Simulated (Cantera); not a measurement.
Thermodynamics of nitride etching, feed Si3N4 + F2

A closed system holds: 1 mol Si3N4, 17 mol F2, equilibrated at 1848.15 K and 0.133 bar.

Method: chemical equilibrium by Gibbs-energy minimisation in Cantera with the NASA 1993 tables (ideal gas, pure condensed phases). Candidate condensed phases: Si, Si3N4; 16 gas species. Equilibrium is a limit: real reactors are often held back by kinetics, nucleation or transport.

```yaml
x(F): 0.814
x(SiF4): 0.111
x(N2): 0.0741
x(F2): 0.000945
gas_amount: 26.97 mol
log10 activity of Si(l) (absent): -32.03
```
